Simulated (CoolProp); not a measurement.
The fluid at 618.71 K and 1.06 MPa expands adiabatically to 0.0804 MPa with isentropic efficiency 0.8. The same conditions are run with several fluids, on thermodynamics alone (safety and materials aside).

Values from CoolProp's reference Helmholtz-energy equation of state of each fluid (hydrogen chloride: Thol 2018; propylene glycol: Eisenbach 2021; nitrogen: Span 2000; sulfur hexafluoride: Guder 2009; ethane: Bücker 2006).

```csv
fluid,work (kJ/kg),final temperature (K),final density (kg/m³)
hydrogen chloride,205,360.3,0.981
propylene glycol,129,568.6,1.30
nitrogen,270,363.3,0.746
sulfur hexafluoride,66.9,544.8,2.59
ethane,311,507.2,0.574
```
